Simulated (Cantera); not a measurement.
A perfectly stirred reactor is fed with 3.63 % CH₄, 0.399 % C₂H₆, 20.1 % O₂, 75.8 % N₂, equivalence ratio 0.43, at 15.0 bar; it is adiabatic with a 598 K inlet, and is followed from long to short residence time, starting on the burning branch (τ in s: 0.26, 0.095, 0.035, 0.013, 0.0047, 0.0017, 0.00063, 0.00023, 8.5e-05, 3.1e-05, 1.2e-05).

Model: GRI-Mech 3.0 (53 species, 325 reactions), integrated in Cantera. The pressure lies above the range GRI-Mech 3.0 was tuned for (to about 10 atm).

Question: Predict: blow-out, bracketed by the residence times tried; x(CH₄) at τ = 0.260 s; x(C₂H₆) at τ = 0.260 s; x(O₂) at τ = 0.260 s; x(H₂O) at τ = 0.260 s; x(CH₄) at τ = 1.70 ms; x(C₂H₆) at τ = 1.70 ms; x(O₂) at τ = 1.70 ms; x(H₂O) at τ = 1.70 ms; x(HCN) at τ = 1.70 ms.

Answer: 
```json
{
 "blow_out_bracketed_by_the_residence_times_tried": "burning at 1.70 ms, out at 0.630 ms",
 "x(CH₄) at τ = 0.260 s": "4.01e-6",
 "x(C₂H₆) at τ = 0.260 s": "9.90e-8",
 "x(O₂) at τ = 0.260 s": "0.115",
 "x(H₂O) at τ = 0.260 s": "0.0843",
 "x(CH₄) at τ = 1.70 ms": "0.000511",
 "x(C₂H₆) at τ = 1.70 ms": "1.72e-5",
 "x(O₂) at τ = 1.70 ms": "0.119",
 "x(H₂O) at τ = 1.70 ms": "0.0826",
 "x(HCN) at τ = 1.70 ms": "2.55e-9"
}
```
